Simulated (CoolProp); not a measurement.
Properties of n-perfluorobutane along the isobar 6.52 MPa (Tc = 386.3 K, pc = 2.322 MPa, ω = 0.372).

Model: reference Helmholtz-energy equation of state, Gao 2022, in CoolProp.

| T (K) | phase | isothermal compressibility (1/MPa) | expansivity (1/kK) |
|---|---|---|---|
| 166.4 | liquid | … | 1.840 |
| 186.6 | liquid | 0.001239 | 1.812 |
| 206.9 | liquid | … | 1.807 |
| 227.1 | liquid | 0.001770 | 1.828 |
| 247.4 | liquid | 0.002160 | 1.879 |
| 267.7 | liquid | 0.002691 | 1.966 |
| 287.9 | liquid | 0.003439 | 2.101 |
| 308.2 | liquid | … | … |
| 328.4 | liquid | 0.006304 | 2.598 |
| 348.7 | liquid | 0.009260 | 3.043 |
| 369 | liquid | 0.01461 | 3.715 |
| 389.2 | supercritical | 0.02491 | 4.730 |
| 409.5 | supercritical | 0.04567 | 6.225 |
| 429.7 | supercritical | 0.08385 | 8.002 |
| 450 | supercritical | 0.1311 | 8.831 |

Task: What belongs in the gaps?

Result: 
- 166.4, isothermal compressibility (1/MPa): 0.001050
- 206.9, isothermal compressibility (1/MPa): 0.001473
- 308.2, isothermal compressibility (1/MPa): 0.004556
- 308.2, expansivity (1/kK): 2.302
